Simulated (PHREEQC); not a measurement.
0.77 g of hydrous ferric oxide (600 m²/g; 0.2 weak and 0.005 strong sites per Fe, Dzombak-Morel constants, diffuse double layer) in 1 kg of water with 0.1 mol/kgw of an inert sodium salt and 0.00029 mol/kgw MnCl2, at 25 °C; the pH is set by adding NaOH or the inert anion's acid. No oxygen is let in. CO2 from the air is kept out. Nothing may precipitate in this run.

The series has 13 steps of pH, from 3 to 9.

The numbers come from PHREEQC with the ion-association model, wateq4f.dat.

Q: Near which pH is half of the Mn sorbed, and on which side is more sorbed?

A: Near pH 7.3, with more sorbed at higher pH.

Q: At which pH does the surface charge pass through zero?

A: Near pH 8.5.

Complexes and solids missing from the database can't appear. The oxide is taken as insoluble; below pH 4 it would dissolve.
